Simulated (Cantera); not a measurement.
**Ignition delay**

Mixture: H₂ : O₂ : N₂ = 2.1 : 0.61 : 2.29 (molar parts), at 5.00 bar, adiabatic and at constant volume. Ignition delay is the time to a rise of 400 K.

Cantera simulation using GRI-Mech 3.0 (53 species, 325 reactions); the numbers are that mechanism's predictions, not measurements. The hydrogen kinetics of GRI-Mech 3.0 are dated; newer H2 mechanisms differ, most at raised pressure. Where the delays flatten at high temperature, the 400 K rule measures the pace of heat release, not the induction time.

```
T0 (K)  delay (ms)
------  ----------
1200        0.0172
1300       0.00691
1400       0.00409
1500       0.00279
1600       0.00207
1700       0.00163
1800       0.00135
```
